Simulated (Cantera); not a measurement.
A Cantera script and its output.

```python
import numpy as np
import cantera as ct

gas = ct.Solution("h2o2.yaml")
gas.TPX = 1025, 11000, {'H2': 0.56, 'O2': 1, 'N2': 0.69}
reactor = ct.IdealGasConstPressureReactor(gas, energy="off", clone=False)
net = ct.ReactorNet([reactor])
net.rtol, net.atol = 1e-08, 1e-18
show = ['H2', 'O2', 'HO2', 'H2O2', 'H']
times = np.geomspace(1e-06, 30, 14)

steps = ct.SolutionArray(gas, extra=["t"])
rows = []
print(f"{'t/s':>10s}{'T/K':>9s}{'P/Pa':>11s}" + "".join(f"{s:>11s}" for s in show))
for t in times:
    while net.time < t:
        t_next = net.step()
        steps.append(gas.state, t=t_next)
    rows.append([np.interp(t, steps.t, y) for y in (steps.T, steps.P, *steps(*show).X.T)])
    print(f"{t:10.3e}{rows[-1][0]:9.1f}{rows[-1][1]:11.4g}" + "".join(f"{x:11.3e}" for x in rows[-1][2:]))
rate = np.gradient(steps.T, steps.t)
print("integrator steps:", len(steps.t))
if steps.T.max() > steps.T[0] + 200:
    print(f"time of steepest temperature rise: {steps.t[rate.argmax()]:.4e} s")
gas.TPX = 1025, 11000, {'H2': 0.56, 'O2': 1, 'N2': 0.69}
gas.equilibrate("TP")
print(f"equilibrium (TP): T = {gas.T:.1f} K  " + "  ".join(f"{s} {gas[s].X[0]:.3e}" for s in show))
```

Output:

```
       t/s      T/K       P/Pa         H2         O2        HO2       H2O2          H
 1.000e-06   1025.0    1.1e+04  2.489e-01  4.444e-01  1.729e-11  2.454e-16  1.698e-11
 3.760e-06   1025.0    1.1e+04  2.489e-01  4.444e-01  6.531e-11  3.479e-15  6.248e-11
 1.414e-05   1025.0    1.1e+04  2.489e-01  4.444e-01  2.501e-10  4.973e-14  2.492e-10
 5.315e-05   1025.0    1.1e+04  2.489e-01  4.444e-01  1.055e-09  7.493e-13  2.004e-09
 1.998e-04   1025.0    1.1e+04  2.489e-01  4.444e-01  5.807e-08  5.051e-11  5.597e-07
 7.513e-04   1025.0    1.1e+04  2.056e-02  3.642e-01  7.938e-05  6.673e-06  2.015e-02
 2.825e-03   1025.0    1.1e+04  1.185e-03  3.656e-01  2.616e-05  3.180e-06  3.348e-05
 1.062e-02   1025.0    1.1e+04  1.657e-04  3.655e-01  5.767e-06  1.089e-06  1.348e-06
 3.993e-02   1025.0    1.1e+04  1.194e-05  3.655e-01  6.281e-07  2.629e-07  4.340e-08
 1.501e-01   1025.0    1.1e+04  3.980e-07  3.655e-01  6.121e-08  5.746e-08  1.443e-09
 5.645e-01   1025.0    1.1e+04  1.970e-08  3.655e-01  1.097e-08  1.365e-08  1.068e-10
 2.122e+00   1025.0    1.1e+04  3.817e-09  3.655e-01  3.002e-09  3.601e-09  1.217e-11
 7.979e+00   1025.0    1.1e+04  9.451e-10  3.655e-01  1.544e-09  9.898e-10  1.626e-12
 3.000e+01   1025.0    1.1e+04  3.313e-10  3.655e-01  1.759e-09  3.238e-10  3.311e-13
integrator steps: 2000
equilibrium (TP): T = 1025.0 K  H2 2.581e-10  O2 3.655e-01  HO2 2.024e-09  H2O2 2.194e-10  H 2.124e-13
```

Model: the H2/O2 subset of GRI-Mech 3.0, which has no nitrogen chemistry, integrated in Cantera. Radical loss at walls, strong at low pressure, is not modelled. The temperature is held fixed by assumption; the heat of reaction is taken as removed at once.
